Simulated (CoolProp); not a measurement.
Vapour-liquid equilibrium of CH2F2 (R32) (1) + dimethyl ether (2) at -38.25 °C; x and y are mole fractions of (1).

Computed with CoolProp (multi-fluid Helmholtz-energy mixture model, Tillner-Roth 1997 and Wu 2011; pair parameters Bell 2016).

Give the bubble pressure and the first vapour's composition at x = 0.2, 0.5, 0.8. Is there an azeotrope?

x = 0.2: 0.8053 bar, y = 0.459; x = 0.5: 1.245 bar, y = 0.779; x = 0.8: 1.657 bar, y = 0.929. No azeotrope shows between x = 0.05 and 0.95.

The pair parameters rest on a limited set of measurements; away from them the model extrapolates. The gap from Raoult's law changes sign with composition, which may be real or a fault of the pair parameters; it wasn't checked against measurements.
